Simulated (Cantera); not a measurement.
Source: NASA polynomial tables (part measured, part estimated), evaluated in Cantera. Values are per mole of reaction as written; species without (g) are pure solids or liquids, kept so even where they would boil at 1 bar. VN: taken at fixed stoichiometry.

2 VN + 2 O2(g) → N2O(g) + V2O3

```
T (K)  ΔH° (kJ)  ΔS° (J/K)  ΔG° (kJ)  log10 K
-----  --------  ---------  --------  -------
698      -697.3     -155.1    -589.0    44.08
848      -695.0     -152.1    -566.0    34.86
998      -692.6     -149.6    -543.4    28.44
1148          …          …         …        …
1298     -687.5     -145.0    -499.2    20.09
1448          …          …         …        …
1598     -681.4     -140.8    -456.3    14.92
1748     -677.9     -138.8    -435.4    13.01
1898     -674.2     -136.7    -414.7    11.41
2048     -670.2     -134.7    -394.3    10.06
```

Task: Some entries are withheld; supply them.

Result: 
- 1148, ΔH° (kJ): -690.1
- 1148, ΔS° (J/K): -147.2
- 1148, ΔG° (kJ): -521.1
- 1148, log10 K: 23.71
- 1448, ΔH° (kJ): -684.5
- 1448, ΔS° (J/K): -142.9
- 1448, ΔG° (kJ): -477.6
- 1448, log10 K: 17.23
